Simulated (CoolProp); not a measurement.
A simple Rankine cycle with water: condensing at 289.15 K, boiler at 6.7 MPa, turbine inlet 558 K, turbine efficiency 0.6, pump efficiency 0.7, no recuperator. Each further row changes one setting.

Computed with CoolProp (reference Helmholtz-energy equation of state, Wagner 2002).

```
case                             thermal efficiency (%)  net work (kJ/kg)  heat in (kJ/kg)  turbine exit temperature (K)  volume ratio over the turbine
-------------------------------  ----------------------  ----------------  ---------------  ----------------------------  -----------------------------
as stated                                          23.9               648             2710                         289.1                           2110
turbine inlet 578 K                                24.1               673             2800                         289.1                           1980
condensing temperature 281.15 K                    24.6               675             2740                         281.2                           3460
boiler pressure 4.69 MPa                           23.3               657             2820                         289.1                           1380
turbine efficiency 0.5                             19.9               538             2710                         289.1                           2220
```

The expansion ends wet for: as stated; turbine inlet 578 K; condensing temperature 281.15 K; boiler pressure 4.69 MPa; turbine efficiency 0.5.
